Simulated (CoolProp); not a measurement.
c-C4F8 (RC318) along the isobar 1.4 MPa: Z from the reference equation and from simpler models built on Tc = 388.4 K, pc = 2.778 MPa, ω = 0.355; each cubic takes its own stable root.

Computed with CoolProp (reference Helmholtz-energy equation of state, Platzer 1990). This equation is an older, rougher fit; its heat capacities, sound speeds and derivatives of the liquid may be far off and weren't checked against measurements.

```
T (K)   phase  reference  van der Waals  Redlich-Kwong  Soave-Redlich-Kwong
-----  ------  ---------  -------------  -------------  -------------------
339.3  liquid    0.07549         0.7269        0.09010              0.08361
349.1  liquid    0.07690         0.7532         0.6981                    …
358.8     gas     0.7085         0.7750         0.7320                    …
368.5     gas     0.7484         0.7937         0.7595               0.7481
378.3     gas     0.7795         0.8101         0.7827               0.7777
388       gas     0.8043         0.8244         0.8023               0.8022
397.7     gas     0.8250         0.8371         0.8193               0.8230
407.5     gas     0.8427         0.8485         0.8344               0.8412
417.2     gas     0.8579         0.8587         0.8476               0.8569
426.9     gas     0.8711         0.8679         0.8593               0.8708
436.7     gas     0.8828         0.8764         0.8699               0.8832
446.4     gas          …         0.8840         0.8793               0.8941
```

Q: Some entries are withheld; supply them.

A: 
- 349.1, Soave-Redlich-Kwong: 0.08687
- 358.8, Soave-Redlich-Kwong: 0.7118
- 446.4, reference: 0.8931

At some of these states van der Waals, Redlich-Kwong gives the other phase, because its saturation line lies elsewhere.
